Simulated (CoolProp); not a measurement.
Vapour-liquid equilibrium of CH2F2 (R32) (1) + R1234ze(E) (2) at 15.5 bar; x and y are mole fractions of (1).

Values from CoolProp's multi-fluid Helmholtz-energy mixture model, Tillner-Roth 1997 and Thol 2016; pair parameters Bell 2023.

| x | bubble temperature (°C) | y at the bubble point | dew temperature at overall composition x (°C) | liquid density (mol/L) |
|---|---|---|---|---|
| 0.05 | 64.3 | 0.107 | 66.4 | 9.059 |
| 0.15 | 56.8 | 0.296 | 62.6 | 9.753 |
| 0.25 | 50.3 | 0.449 | 58.7 | 10.47 |
| 0.35 | 44.7 | 0.569 | 54.6 | 11.23 |
| 0.45 | 40.0 | 0.665 | 50.3 | 12.05 |
| 0.55 | 35.9 | 0.744 | 45.7 | 12.94 |
| 0.65 | 32.3 | 0.811 | 40.7 | 13.94 |
| 0.75 | 29.0 | 0.871 | 35.6 | 15.07 |
| 0.85 | 26.0 | 0.925 | 30.1 | 16.37 |
| 0.95 | 23.2 | 0.976 | 24.6 | 17.87 |

No azeotrope shows between x = 0.05 and 0.95.

The pair parameters rest on a limited set of measurements; away from them the model extrapolates. The gap from Raoult's law changes sign with composition, which may be real or a fault of the pair parameters; it wasn't checked against measurements.
